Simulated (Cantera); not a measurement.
# Thermodynamics of silicon etching in halogen gases, feed Si + HF + H₂

Feed: 1 mol Si, a varied amount of HF, 4 mol H₂, held at 548 K and 43.0 Pa.

These are equilibrium values from Cantera (NASA tables, ideal gas, pure condensed phases), not measurements of a reactor. Candidate condensed phases: Si; 25 gas species. Rates play no part.

| n(HF) (mol) | log p H₂ | log p HF | log p SiF₄ | log p SiHF₃ | log p SiH₂F₂ | log p H₂F₂ | n Si(s) |
|---|---|---|---|---|---|---|---|
| 2.4 | -3.41 | -13.08 | -4.36 | -6.29 | -8.34 | <-15 | 0.398 |
| 3.7 | -3.43 | -13.06 | -4.23 | -6.21 | -8.30 | <-15 | 0.0725 |
| 5.1 | -3.50 | -4.23 | -4.28 | -15.15 | <-15 | -11.60 | 0 |
| 6.4 | -3.56 | -3.96 | -4.34 | <-15 | <-15 | -11.05 | 0 |
| 7.8 | -3.62 | -3.82 | -4.40 | <-15 | <-15 | -10.77 | 0 |
| 9.2 | -3.67 | -3.74 | -4.45 | <-15 | <-15 | -10.60 | 0 |
| 11 | -3.73 | -3.67 | -4.51 | <-15 | <-15 | -10.46 | 0 |
| 12 | -3.76 | -3.64 | -4.54 | <-15 | <-15 | -10.41 | 0 |
| 13 | -3.79 | -3.62 | -4.57 | <-15 | <-15 | -10.36 | 0 |
| 15 | -3.84 | -3.58 | -4.62 | <-15 | <-15 | -10.29 | 0 |
| 16 | -3.87 | -3.57 | -4.65 | <-15 | <-15 | -10.26 | 0 |
| 17 | -3.89 | -3.55 | -4.67 | <-15 | <-15 | -10.24 | 0 |
| 19 | -3.93 | -3.53 | -4.71 | <-15 | <-15 | -10.20 | 0 |
log p: log10 of the partial pressure in bar; n: condensed amount in mol.

From 2.4 mol HF to 3.7 mol HF the condensed part is Si(s). From 5.1 mol HF to 19 mol HF nothing is condensed. The main Si-bearing gas is SiF₄ throughout.
